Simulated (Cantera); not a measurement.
An adiabatic, constant-volume homogeneous reactor starts with 8.38 % CH₄, 19.3 % O₂, 72.4 % N₂, equivalence ratio 0.87, at 1400 K and 100000 Pa.

Detailed kinetics in Cantera: GRI-Mech 3.0 (53 species, 325 reactions).

Problem. Predict: time of steepest temperature rise; temperature at 0.100 s; equilibrium temperature; x(O₂) at 0.100 s; x(CO) at 0.100 s.

Solution. 
```json
{
  "time_of_steepest_temperature_rise": "3.08 ms",
  "temperature at 0.100 s": "2827 K",
  "equilibrium_temperature": "2827 K",
  "x(O₂) at 0.100 s": "0.0321 (gas-phase equilibrium 0.0321)",
  "x(CO) at 0.100 s": "0.0320 (gas-phase equilibrium 0.0320)"
}
```
